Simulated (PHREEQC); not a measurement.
1 kg of water holding 74 mmol/kgw CaCl2, 140 mmol/kgw SrCl2, 44 mmol/kgw NaCl, 38 mmol/kgw KCl and 58 mmol/kgw MgCl2 is evaporated at 25 °C; the solids stay in contact with the brine. The system is closed to CO2. Only these solids could form: Bischofite, Brucite, Carnallite, Halite, Portlandite, Sylvite, MgCl2_4H2O.

Computed with PHREEQC (Pitzer model, pitzer.dat).

```csv
water left (kg),ionic strength,water activity,Halite (mol)
1,0.898,0.985,0
0.8219,1.09,0.981,0
0.6755,1.33,0.977,0
0.5552,1.62,0.971,0
0.4563,1.97,0.964,0
0.375,2.39,0.955,0
0.3082,2.91,0.943,0
0.2533,3.54,0.927,0
0.2082,4.31,0.906,0
0.1711,5.25,0.879,0
0.1407,6.38,0.841,0
0.1156,7.77,0.792,0
0.09502,9.45,0.726,0
0.07809,11.5,0.642,0
0.06418,13.9,0.543,0.00441
0.05275,16.1,0.457,0.0287
```

Halite from water left = 0.06418 kg; Sylvite from water left = 0.06418 kg.

Complexes and solids missing from the database can't appear.
